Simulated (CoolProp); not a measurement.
Octamethyltrisiloxane (MDM) at 404.47 K and 4.34 MPa is throttled through a valve to 0.33 MPa with no heat exchange. Each further row changes one setting.

Model: reference Helmholtz-energy equation of state, Thol 2017, in CoolProp.

| case | temperature change (K) | final density (kg/m³) |
|---|---|---|
| as stated | +1.0 | 701 |
| outlet pressure 0.099 MPa | +1.1 | 700 |
| outlet pressure 0.429 MPa | +1.0 | 701 |
